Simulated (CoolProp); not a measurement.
R407C at 434.54 K and 1.11 MPa is throttled through a valve to 0.224 MPa with no heat exchange. Each further row changes one setting.

Values from CoolProp's reference Helmholtz-energy equation of state, Lemmon 2003. It is a pseudo-pure fit of the blend.

```
case                        temperature change (K)  final density (kg/m³)
--------------------------  ----------------------  ---------------------
as stated                                     -5.5                   5.46
outlet pressure 0.0672 MPa                    -6.5                   1.63
outlet pressure 0.291 MPa                     -5.1                   7.11
```
